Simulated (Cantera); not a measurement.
Mixture: CO : H2 : CH4 : O2 : N2 = 1 : 0.045 : 0.24 : 1.3 : 4.9 (molar parts), at 1.00 bar, adiabatic and at constant volume. Ignition delay is the time to a rise of 400 K.

Cantera simulation using GRI-Mech 3.0 (53 species, 325 reactions); the numbers are that mechanism's predictions, not measurements.

**Question.** Predict: delay at 1075 K; delay at 1175 K; delay at 1275 K; delay at 1375 K; delay at 1475 K; apparent activation energy between 1375 and 1475 K.

**Answer.** 
```json
{
 "delay at 1075 K": "9.25 ms",
 "delay at 1175 K": "3.80 ms",
 "delay at 1275 K": "1.54 ms",
 "delay at 1375 K": "0.686 ms",
 "delay at 1475 K": "0.348 ms",
 "apparent activation energy between 1375 and 1475 K": "110 kJ/mol"
}
```
